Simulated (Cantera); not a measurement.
## Premixed flame

A freely propagating, adiabatic, planar premixed flame of 18.5 % H₂, 20.4 % O₂, 61.1 % N₂, equivalence ratio 0.45, unburnt at 450 K and 39000 Pa; mixture-averaged transport, grid criteria slope 0.08 and curve 0.16, no radiation.

Detailed kinetics in Cantera: the H2/O2 subset of GRI-Mech 3.0, which has no nitrogen chemistry. Burning velocities carry a grid error of a few per cent, more on coarse grids. Lean hydrogen flames are cellular in practice and burn faster than this planar one.

```
z (mm)  T (K)  u (m/s)      x H₂   x O₂     x HO₂    x H₂O       x O       x H
------  -----  -------  --------  -----  --------  -------  --------  --------
-3.52     450     1.98     0.185  0.204     <1e-8    <1e-8     <1e-8     <1e-8
-2.35     450     1.98     0.185  0.204     <1e-8  4.75e-8     <1e-8     <1e-8
-1.76     450     1.98     0.185  0.204   3.52e-8  4.47e-7     <1e-8     <1e-8
-1.17     451     1.97     0.183  0.204   1.45e-6  1.33e-5   2.63e-8     <1e-8
-0.587    499     2.14     0.163  0.207  0.000200  0.00329   7.71e-6   6.10e-5
-0.294    739     3.08     0.123  0.202  0.000139   0.0296  0.000260   0.00239
0        1075     4.40    0.0647  0.174   6.89e-5   0.0915   0.00353    0.0108
0.294    1319     5.37    0.0232  0.140   4.28e-5    0.149   0.00914    0.0155
0.587    1453     5.90    0.0106  0.126   3.16e-5    0.171    0.0109    0.0132
1.17     1586     6.41   0.00648  0.122   2.22e-5    0.182   0.00906   0.00783
2.35     1693     6.80   0.00408  0.121   1.41e-5    0.189   0.00569   0.00342
4.70     1766     7.07   0.00203  0.122   7.50e-6    0.195   0.00279   0.00109
9.40     1806     7.20  0.000796  0.122   3.37e-6    0.198   0.00109  0.000255
```
x: mole fraction of selected species; z is measured from the peak of heat release.

| Quantity | Value |
|---|---|
| laminar burning velocity | 198 cm/s |
| thermal thickness | 1.17 mm |
| peak x(HO₂) | 0.000221 |
| peak x(O) | 0.0109 |
| peak x(H) | 0.0155 |
| grid points | 114 |
